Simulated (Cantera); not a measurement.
An adiabatic, constant-volume homogeneous reactor starts with CO : H2 : CH4 : O2 : N2 = 1 : 0.56 : 0.076 : 0.941 : 3.54 (molar parts), equivalence ratio 0.99, at 1000 K and 310000 Pa.

Detailed kinetics in Cantera: GRI-Mech 3.0 (53 species, 325 reactions).

Task: Predict: time of steepest temperature rise; temperature at 2.00 s; equilibrium temperature; x(CO) at 2.00 s; x(H2) at 2.00 s; x(O) at 2.00 s; x(OH) at 2.00 s; x(H) at 2.00 s.

Result: 
```
Property                                                            Result
---------------------------------  ---------------------------------------
time of steepest temperature rise                                  2.32 ms
temperature at 2.00 s                                               2887 K
equilibrium temperature                                             2887 K
x(CO) at 2.00 s                      0.0625 (gas-phase equilibrium 0.0625)
x(H2) at 2.00 s                    0.00743 (gas-phase equilibrium 0.00743)
x(O) at 2.00 s                     0.00422 (gas-phase equilibrium 0.00422)
x(OH) at 2.00 s                      0.0151 (gas-phase equilibrium 0.0151)
x(H) at 2.00 s                     0.00334 (gas-phase equilibrium 0.00334)
```
